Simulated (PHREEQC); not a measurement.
## Buffer: speciation

Make-up at 20 °C: 0.04 mol/kgw KH2PO4 and 0.034 mol/kgw Na2CO3. Closed to the air; pH follows from the charge balance.

Equilibrium calculation in PHREEQC: ion-association model, wateq4f.dat.

```yaml
pH: 7.68
ionic_strength: 0.138 mol/kgw
total_alkalinity: 68.0 meq/kg
```

| species | molality | activity | log γ |
|---|---|---|---|
| Na+ | 0.0659 | 0.0504 | -0.116 |
| K+ | 0.0392 | 0.0291 | -0.130 |
| HPO4-2 | 0.0328 | 0.0112 | -0.467 |
| HCO3- | 0.0319 | 0.0246 | -0.113 |
| H2PO4- | 0.00500 | 0.00385 | -0.113 |
| NaHPO4- | 0.00143 | 0.00110 | -0.113 |
| CO2 | 0.00120 | 0.00123 | 0.014 |
| KHPO4- | 0.000822 | 0.000633 | -0.113 |
| NaHCO3 | 0.000676 | 0.000697 | 0.014 |
| CO3-2 | 0.000142 | 4.99e-5 | -0.453 |

No solid was allowed to form. Complexes and solids missing from the database can't appear. H3PO4, which wateq4f.dat lacks, is added to it with the constant of phreeqc.dat.
